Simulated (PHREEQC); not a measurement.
# Alkaline etch or developer: speciation

A solution holds 0.03 mol/kgw NaOH and 0.00038 mol/kgw CO2, at 68 °C. Closed to the air; pH follows from the charge balance.

Computed with PHREEQC (ion-association model, phreeqc.dat).

Precipitation was switched off in this run.

Question: What pH, specific conductance does the model give?

Answer: pH 11.22; specific conductance 13900 µS/cm.

Question: In which forms is C present?

Answer: NaCO3- 64 %, CO3-2 34 %, HCO3- 1.7 % of the C.

Away from 25 °C the constants follow the database's enthalpies or fits; those with neither stay at their 25 °C values.
